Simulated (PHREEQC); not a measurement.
Solution (20 °C): 0.013 mol H2SO4, 3.1e-05 mol FeSO4 and 0.0026 mol Fe2(SO4)3 per kg of water. Closed to the air; pH follows from the charge balance.

Model: ion-association model, wateq4f.dat, run in PHREEQC.

Each row changes one thing in this solution. Precipitation was switched off in this run.

```tsv
case	pH	ionic strength (mol/kgw)	SO4-2 (mol/kgw)	HSO4- (mol/kgw)	Fe+2 (mol/kgw)	FeSO4 (mol/kgw)	SI of Melanterite (FeSO4:7H2O)
as made	1.79	0.0340	0.00837	0.00720	2.19e-5	8.09e-6	-5.03
diluted 10-fold with water	2.64	0.00492	0.00147	0.000237	…	3.63e-7	-6.38
Fe2(SO4)3 replaced by ZnSO4 at the same molality	1.78	0.0321	0.00774	0.00694	2.22e-5	7.80e-6	…
0.00056 mol/kgw Ca(OH)2 added	1.81	0.0343	0.00846	0.00693	2.19e-5	8.13e-6	-5.03
temperature from 20 to 70 °C	1.89	0.0273	0.00478	0.0113	2.01e-5	9.42e-6	-5.78
H2SO4 from 0.013 to 0.0195 mol/kgw	1.64	0.0441	0.0102	0.0118	2.12e-5	8.31e-6	-5.02
H2SO4 left out	2.97	0.0143	…	0.000251	2.49e-5	6.09e-6	-5.15
temperature from 20 to 25 °C	1.80	0.0332	0.00803	0.00755	2.16e-5	8.39e-6	-5.12
Fe2(SO4)3 replaced by Li2SO4 at the same molality	1.79	0.0322	0.00826	0.00727	2.18e-5	8.16e-6	-5.02
```

Question: What belongs in the gaps?

Answer: 
- diluted 10-fold with water, Fe+2 (mol/kgw): 2.73e-6
- Fe2(SO4)3 replaced by ZnSO4 at the same molality, SI of Melanterite (FeSO4:7H2O): -5.04
- H2SO4 left out, SO4-2 (mol/kgw): 0.00380

Some of these states are supersaturated (in Hematite (slow to form), Goethite (slow to form), Fe(OH)3(a), for instance). Constants without temperature data keep their 25 °C values here.
